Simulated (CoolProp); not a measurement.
A closed Brayton cycle with dry air: compressor inlet 333.15 K and 7.7 MPa, high pressure 19 MPa, turbine inlet 700 K, compressor efficiency 0.8, turbine efficiency 0.93, recuperator effectiveness 0 (on enthalpy, no pinch check). Each further row changes one setting.

The numbers come from the reference Helmholtz-energy equation of state, Lemmon 2000 in CoolProp. It is a pseudo-pure fit of the blend.

```csv
case,thermal efficiency (%),net work (kJ/kg),compressor to turbine work,compressor exit (K),turbine exit (K)
as stated,10.8,29.0,0.82,456.3,557.3
turbine inlet 650 K,8.3,17.6,0.88,456.3,516.0
compressor inlet 343.15 K,9.8,24.9,0.84,469.9,557.3
high pressure 16.1 MPa,9.9,29.2,0.78,431.3,581.3
recuperator effectiveness 0.5,13.5,29.0,0.82,456.3,557.3
```
